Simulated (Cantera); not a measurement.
An isothermal, constant-pressure homogeneous reactor starts with 0.130 % CO, 4.19 % O2, 2.52 % H2O, 93.2 % N2, equivalence ratio 0.016, at 1500 K and 5.00 bar.

Cantera simulation using GRI-Mech 3.0 (53 species, 325 reactions); the numbers are that mechanism's predictions, not measurements.

x: mole fraction; the columns are a selection and need not sum to one.

```tsv
t (s)	x CO	x O2	x H2O	x NO	x H2	x OH	x N2O
4.00e-5	0.00130	0.0419	0.0252	<1e-12	3.83e-9	1.24e-7	1.47e-11
0.000137	0.00130	0.0419	0.0252	<1e-12	…	…	3.20e-10
0.000466	0.000937	0.0417	0.0251	1.30e-9	1.59e-5	0.000162	1.41e-7
0.00159	0.000124	0.0413	0.0251	1.90e-8	3.41e-6	8.29e-5	7.52e-7
0.00543	8.18e-6	0.0413	0.0252	3.04e-8	3.94e-7	3.16e-5	7.05e-7
0.0185	1.41e-7	0.0413	0.0252	3.47e-8	1.13e-7	1.81e-5	2.30e-7
0.0632	1.41e-8	0.0413	0.0252	3.80e-8	1.05e-7	1.75e-5	8.89e-8
0.216	1.41e-8	0.0413	0.0252	4.76e-8	1.05e-7	1.75e-5	8.83e-8
0.737	1.41e-8	0.0413	0.0252	8.06e-8	1.05e-7	1.75e-5	8.83e-8
2.51	1.41e-8	0.0413	0.0252	1.93e-7	1.05e-7	1.75e-5	8.83e-8
8.58	1.41e-8	0.0413	0.0252	5.77e-7	1.05e-7	1.75e-5	8.83e-8
29.3	1.41e-8	0.0413	0.0252	…	1.05e-7	1.75e-5	8.83e-8
100	1.41e-8	0.0413	0.0252	6.36e-6	1.05e-7	1.75e-5	8.83e-8
```

Question: Complete the blanks.

Answer: 
- 0.000137, x H2: 1.31e-7
- 0.000137, x OH: 2.05e-6
- 29.3, x NO: 1.89e-6
